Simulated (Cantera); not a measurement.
An adiabatic, constant-pressure homogeneous reactor starts with H₂ : O₂ : N₂ = 1 : 0.357 : 3.25 (molar parts), at 1775 K and 40000 Pa. Integrator tolerance rtol = 1e-08.

Computed with Cantera and GRI-Mech 3.0 (53 species, 325 reactions).

Question: What does this change do: pressure from 40000 Pa to 1700000 Pa?

Answer: 
```tsv
quantity	before	after
time of steepest temperature rise	25.8 µs	0.679 µs
temperature at 2.00 s	2625 K	2787 K
equilibrium temperature	2625 K	2787 K
x(H₂) at 2.00 s	0.0683 (gas-phase equilibrium 0.0683)	0.0675 (gas-phase equilibrium 0.0675)
x(O₂) at 2.00 s	0.00135 (gas-phase equilibrium 0.00135)	0.000147 (gas-phase equilibrium 0.000147)
x(N₂O) at 2.00 s	7.65e-8 (gas-phase equilibrium 7.65e-8)	2.14e-7 (gas-phase equilibrium 2.14e-7)
x(OH) at 2.00 s	0.00915 (gas-phase equilibrium 0.00915)	0.00331 (gas-phase equilibrium 0.00331)
x(NO) at 2.00 s	0.00223 (gas-phase equilibrium 0.00223)	0.000943 (gas-phase equilibrium 0.000943)
x(H) at 2.00 s	0.0176 (gas-phase equilibrium 0.0176)	0.00495 (gas-phase equilibrium 0.00495)
x(HO₂) at 2.00 s	4.30e-7 (gas-phase equilibrium 4.30e-7)	3.12e-7 (gas-phase equilibrium 3.12e-7)
```
The hydrogen kinetics of GRI-Mech 3.0 are dated; newer H2 mechanisms differ, most at raised pressure. The pressure lies above the range GRI-Mech 3.0 was tuned for (to about 10 atm).

Question: What does this change do: pressure from 40000 Pa to 310000 Pa?

Answer: 
| quantity | before | after |
|---|---|---|
| time of steepest temperature rise | 25.8 µs | 3.55 µs |
| temperature at 2.00 s | 2625 K | 2729 K |
| equilibrium temperature | 2625 K | 2729 K |
| x(H₂) at 2.00 s | 0.0683 (gas-phase equilibrium 0.0683) | 0.0678 (gas-phase equilibrium 0.0678) |
| x(O₂) at 2.00 s | 0.00135 (gas-phase equilibrium 0.00135) | 0.000476 (gas-phase equilibrium 0.000476) |
| x(N₂O) at 2.00 s | 7.65e-8 (gas-phase equilibrium 7.65e-8) | 1.50e-7 (gas-phase equilibrium 1.50e-7) |
| x(OH) at 2.00 s | 0.00915 (gas-phase equilibrium 0.00915) | 0.00576 (gas-phase equilibrium 0.00576) |
| x(NO) at 2.00 s | 0.00223 (gas-phase equilibrium 0.00223) | 0.00155 (gas-phase equilibrium 0.00155) |
| x(H) at 2.00 s | 0.0176 (gas-phase equilibrium 0.0176) | 0.00943 (gas-phase equilibrium 0.00943) |
| x(HO₂) at 2.00 s | 4.30e-7 (gas-phase equilibrium 4.30e-7) | 4.26e-7 (gas-phase equilibrium 4.26e-7) |
The hydrogen kinetics of GRI-Mech 3.0 are dated; newer H2 mechanisms differ, most at raised pressure.
